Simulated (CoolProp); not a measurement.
A single-stage vapour-compression cycle with the fluid: evaporating at 329.15 K (dew point), condensing at 369.15 K (bubble point), superheat 8 K, subcooling 5 K, compressor efficiency 0.7, no pressure losses. The same conditions are run with several fluids, on thermodynamics alone (safety and materials aside).

The numbers come from the reference Helmholtz-energy equation of state of each fluid (c-C4F8 (RC318): Platzer 1990; n-butane: Bücker 2006; hexamethyldisiloxane (MM): Thol 2016; isohexane: Lemmon 2006; cis-2-butene: Lemmon 2005; 1,2-dichloroethane: Thol 2015) in CoolProp. The equations of Platzer and Polt are older, rougher fits.

Question: Rank c-C4F8 (RC318), n-butane, hexamethyldisiloxane (MM), isohexane, cis-2-butene, 1,2-dichloroethane by cooling COP, highest first.

Answer: 1,2-dichloroethane (5.34), isohexane (4.96), cis-2-butene (4.86), hexamethyldisiloxane (MM) (4.79), n-butane (4.67), c-C4F8 (RC318) (3.74)

```tsv
fluid	pressure ratio	discharge temperature (K)	refrigerating effect (kJ/kg)	volumetric capacity (kJ/m³)
c-C4F8 (RC318)	2.49	369.7	51.2	3350
n-butane	2.44	375.9	245	3360
hexamethyldisiloxane (MM)	3.96	369.1	156	207
isohexane	3.16	369.1	254	720
cis-2-butene	2.50	382.7	282	3330
1,2-dichloroethane	3.76	401.9	299	420
```

The compression ends wet for: hexamethyldisiloxane (MM); isohexane.
